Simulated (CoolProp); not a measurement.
Normal hydrogen along the isotherm 72.8 K: density (kg/m³) from the reference equation and from simpler models built on Tc = 33.1 K, pc = 1296 kPa, ω = -0.219; each cubic takes its own stable root.

Computed with CoolProp (reference Helmholtz-energy equation of state, Leachman 2009).

```tsv
p (kPa)	phase	reference	ideal gas	van der Waals	Redlich-Kwong	Soave-Redlich-Kwong	Peng-Robinson
1080	gas	3.677	3.597	3.684	3.649	3.707	3.763
2160	supercritical	7.496	7.194	7.511	7.366	7.604	7.825
3240	supercritical	11.40	10.79	11.41	11.09	11.62	12.10
4320	supercritical	15.33	14.39	15.26	14.75	15.65	16.46
5400	supercritical	19.20	17.98	18.95	18.28	19.60	20.77
6480	supercritical	22.93	21.58	22.36	21.66	23.38	24.92
7560	supercritical	26.46	25.18	25.45	24.85	26.92	28.83
8640	supercritical	29.77	28.77	28.20	27.84	30.20	32.45
9720	supercritical	32.83	32.37	30.63	30.62	33.21	35.80
10800	supercritical	35.64	35.97	32.79	33.22	35.98	38.87
11900	supercritical	38.27	39.63	34.73	35.67	38.55	41.73
13000	supercritical	40.67	43.30	36.47	37.96	40.91	44.37
```
